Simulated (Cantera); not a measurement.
Input: 1 mol HMDSO, 1.3 mol N₂O, equilibrated at 2.10 Torr.

Equilibrium computed with Cantera from the NASA thermochemical tables; the gas is ideal and each condensed phase is pure. Candidate condensed phases: C, C₆H₆, C₇H₈, C₈H₁₈, H₂O, Si, SiC, SiO₂, Si₂N₂O, Si₃N₄; 151 gas species. The feed counts by its element totals alone. Mutual solubility and eutectic melting of coexisting phases are not modelled. Rates play no part. All values below are at 1098 K.

Base state: H₂ 0.894, N₂ 0.0565, CO 0.0492, CH₄ 8.18e-5, H₂O 1.13e-5 (mole fractions); condensed: C(graphite) + SiO₂(β-quartz) + Si₂N₂O(s).

Problem. What changes in the equilibrium state with this change: pressure from 2.10 Torr to 0.0480 Torr?

Solution. 
```
species               before    after
-------------------  -------  -------
H₂                     0.894    0.849
CO                    0.0492    0.123
N₂                    0.0565   0.0283
CH₄                  8.18e-5  1.69e-6
H₂O                  1.13e-5  6.13e-7
C(graphite), mol        5.50     4.70
SiO₂(β-quartz), mol    0.537        0
Si₂N₂O(s), mol         0.732    1.000
```
